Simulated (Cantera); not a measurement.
Cantera run:

```python
import numpy as np
import cantera as ct

gas_names = """
    Fe FeO Fe(OH)2 H HO2 H2 H2O H2O2 H2S H2SO4 O OH O2 O3 S SH SO SO2 SO3 S2 S2O S8
""".split()
cond_names = """
    Fe(a) Fe(c) Fe(d) Fe(L) FeO(s) FeO(L) Fe(OH)2(s) Fe(OH)3(s) FeS(a) FeS(b) FeS(c) FeS(L) FeSO4(s)
    FeS2(s) Fe2O3(s) Fe2S3O12(s) Fe3O4(s) H2O(s) H2O(L) H2SO4(L) S(cr1) S(cr2) S(L)
""".split()


# ... load() reads the species with a 1 bar reference pressure and builds the phases ...
atoms = {
    'FeS2': {'Fe': 1, 'S': 2},
    'H2': {'H': 2},
    'H2O': {'H': 2, 'O': 1},
}
top_T = {'FeSO4(s)': 950, 'FeS2(s)': 1010, 'Fe2O3(s)': 1830, 'Fe2S3O12(s)': 1100, 'Fe3O4(s)': 1870}  # K; cautious upper limits of use, not melting points


# ... equilibrate(T, P, feed) seeds the gas with the atoms and calls Mixture.equilibrate('TP', solver="vcs", rtol=1e-11, max_steps=5000) ...
results = []
T = 1598.15  # K
P = 1333.22  # Pa
for m in [33, 76, 120, 160, 200, 250, 290, 330]:
    feed = {'FeS2': 1, 'H2': m, 'H2O': 0.034}  # mol
    mix = equilibrate(T, P, feed)
    results.append((T, P, feed, dict(zip(mix.species_names, mix.species_moles))))

top = {s: max(r[3][s] / sum(r[3][g] for g in gas_names) for r in results) for s in gas_names}
cols = sorted((s for s in top if top[s] > 0.001), key=lambda s: -top[s])[:7]
seen = [c for c in cond_names if any(r[3].get(c, 0) > 1e-12 for r in results)]
print("log10 of partial pressures in bar; condensed amounts in mol")
print(f"{'n(H2)':>10s}" + "".join(f"{s[:9]:>10s}" for s in cols + seen))
for T, P, feed, n in results:
    ng = sum(n[g] for g in gas_names)
    print(f"{feed['H2']:10.4g}" + "".join(f"{np.log10(max(n[s] / ng * P / 1e5, 1e-99)):10.3f}" for s in cols)
          + "".join(f"{n.get(c, 0):10.4g}" for c in seen))
```

It prints:

```
log10 of partial pressures in bar; condensed amounts in mol
     n(H2)        H2       H2S        S2        SH       H2O     Fe(c)    FeS(L)
        33    -1.887    -3.609    -4.177    -4.664    -4.866         0    0.9976
        76    -1.885    -3.655    -4.272    -4.710    -5.227    0.9939         0
       120    -1.882    -3.809    -4.586    -4.866    -5.424    0.9904         0
       160    -1.880    -3.911    -4.793    -4.969    -5.549    0.9873         0
       200    -1.879    -3.992    -4.958    -5.051    -5.645    0.9841         0
       250    -1.879    -4.076    -5.127    -5.135    -5.742    0.9801         0
       290    -1.878    -4.133    -5.242    -5.192    -5.807    0.9769         0
       330    -1.878    -4.183    -5.343    -5.242    -5.863    0.9738         0
```

Cantera equilibrium calculation (NASA polynomials, part measured and part estimated; ideal gas, pure solids and liquids). FeS: taken at fixed stoichiometry.
